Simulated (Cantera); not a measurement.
A perfectly stirred reactor is fed with 7.48 % CH4, 19.4 % O2, 73.1 % N2, at 10.0 bar; it is adiabatic with a 400 K inlet, and is followed from long to short residence time, starting on the burning branch (τ in s: 0.28, 0.068, 0.017, 0.004, 0.00099, 0.00024, 5.8e-05, 1.4e-05, 3.5e-06).

Cantera simulation using GRI-Mech 3.0 (53 species, 325 reactions); the numbers are that mechanism's predictions, not measurements.

x: mole fraction; the columns are a selection and need not sum to one.

| τ (s) | T (K) | x CH4 | x O2 | x H2O | x C2H | x O | x N2O | x CH2O |
|---|---|---|---|---|---|---|---|---|
| 0.28 | 2032 | 5.33e-7 | 0.0442 | 0.149 | <1e-12 | 5.78e-5 | 6.40e-7 | 6.71e-8 |
| 0.068 | 2032 | 2.11e-6 | 0.0445 | 0.149 | <1e-12 | 6.15e-5 | 6.67e-7 | 2.69e-7 |
| 0.017 | 2031 | (withheld) | 0.0447 | 0.149 | 3.61e-12 | (withheld) | (withheld) | (withheld) |
| 0.0040 | 2026 | (withheld) | 0.0450 | 0.148 | 3.49e-11 | (withheld) | (withheld) | (withheld) |
| 0.00099 | 2011 | 7.12e-5 | 0.0457 | 0.148 | 2.01e-10 | 0.000206 | 1.57e-6 | 1.02e-5 |
| 0.00024 | 1976 | 0.000205 | 0.0476 | 0.146 | 8.96e-10 | 0.000408 | 1.82e-6 | 2.95e-5 |
| 5.8e-5 | 1876 | 0.000856 | 0.0547 | 0.142 | 4.16e-9 | 0.000578 | 1.35e-6 | 0.000108 |
| 1.4e-5 | 400 | 0.0748 | 0.194 | <1e-12 | <1e-12 | <1e-12 | <1e-12 | <1e-12 |
| 3.5e-6 | 400 | 0.0748 | 0.194 | <1e-12 | <1e-12 | <1e-12 | <1e-12 | <1e-12 |

What belongs in the gaps?


- 0.017, x CH4: 7.64e-6
- 0.017, x O: 7.25e-5
- 0.017, x N2O: 7.64e-7
- 0.017, x CH2O: 9.94e-7
- 0.0040, x CH4: 2.53e-5
- 0.0040, x O: 0.000110
- 0.0040, x N2O: 1.06e-6
- 0.0040, x CH2O: 3.44e-6
